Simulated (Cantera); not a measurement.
Charge: 1 mol CCl4, 0.84 mol HCl, 1.9 mol H2, equilibrated at 133 Pa.

Cantera equilibrium calculation (NASA polynomials, part measured and part estimated; ideal gas, pure solids and liquids). Candidate condensed phases: C, C6H6, C7H8, C8H18; 91 gas species. Kinetics and transport are ignored.

**Question.** At 2323 K, list the 4 most abundant gas species with their mole fractions, and the condensed phases.

**Answer.** HCl 0.480, Cl 0.326, H2 0.0992, H 0.0939. Condensed: C(graphite).
